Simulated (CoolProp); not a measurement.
A single-stage vapour-compression cycle with hexamethyldisiloxane (MM): evaporating at 321.15 K (dew point), condensing at 363.15 K (bubble point), superheat 10 K, subcooling 8 K, compressor efficiency 0.7, no pressure losses. Each further row changes one setting.

Values from CoolProp's reference Helmholtz-energy equation of state, Thol 2016.

```csv
case,cooling COP,pressure ratio,discharge temperature (K),refrigerating effect (kJ/kg),volumetric capacity (kJ/m³)
as stated,(withheld),4.58,363.1,166,160
evaporating temperature 326.15 K,(withheld),3.72,363.1,173,204
condensing temperature 358.15 K,(withheld),(withheld),358.1,176,170
subcooling 13 K,(withheld),4.58,363.1,176,170
superheat 20 K,(withheld),4.58,365.9,(withheld),170
compressor efficiency 0.6,(withheld),4.58,363.1,166,160
```

Question: Fill in the missing entries.

Answer: 
- as stated, cooling COP: 4.61
- evaporating temperature 326.15 K, cooling COP: 5.50
- condensing temperature 358.15 K, cooling COP: 5.43
- condensing temperature 358.15 K, pressure ratio: 3.91
- subcooling 13 K, cooling COP: 4.90
- superheat 20 K, cooling COP: 4.81
- superheat 20 K, refrigerating effect (kJ/kg): 182
- compressor efficiency 0.6, cooling COP: 3.95

The compression ends wet for: as stated; evaporating temperature 326.15 K; condensing temperature 358.15 K; subcooling 13 K; compressor efficiency 0.6.
